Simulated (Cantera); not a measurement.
Input: 1 mol CsCl, 0.11 mol H2, 0.075 mol HCl, held at 1925 K and 22.0 Pa.

Method: chemical equilibrium by Gibbs-energy minimisation in Cantera with the NASA 1993 tables (ideal gas, pure condensed phases). Candidate condensed phases: Cs, CsCl; 9 gas species. Rates play no part.

What is the equilibrium state?


```json
{
  "x(CsCl)": "0.802",
  "x(H2)": "0.0774",
  "x(HCl)": "0.0699",
  "x(Cs)": "0.0203",
  "x(H)": "0.0179",
  "x(Cl)": "0.0122",
  "x(Cs2Cl2)": "4.82e-6",
  "gas_amount": "1.216 mol",
  "log10 activity of CsCl(l) (absent)": "-4.43",
  "log10 activity of Cs(l) (absent)": "-7.11"
}
```
